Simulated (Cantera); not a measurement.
A closed system holds: 1 mol CaF2, 0.12 mol O2, 0.14 mol H2, at 752 °C and 13.3 mbar.

These are equilibrium values from Cantera (NASA tables, ideal gas, pure condensed phases), not measurements of a reactor. Candidate condensed phases: Ca, CaF2, CaO, Ca(OH)2, H2O; 29 gas species. Mutual solubility and eutectic melting of coexisting phases are not modelled. Kinetics and transport are ignored.

Base state: H2O 0.736, O2 0.263, HF 0.000678 (mole fractions); condensed: CaF2(s) + CaO(s).

### Question
What changes in the equilibrium state with this change: temperature from 752 °C to 1200 °C?

### Answer
```tsv
species	before	after
H2O	0.736	0.659
O2	0.263	0.251
HF	0.000678	0.0893
CaF2	<1e-9	9.14e-5
O	1.47e-9	1.21e-5
H2	2.25e-9	1.49e-5
CaF2(s), mol	1.000	0.991
CaO(s), mol	6.45e-5	0.00888
```
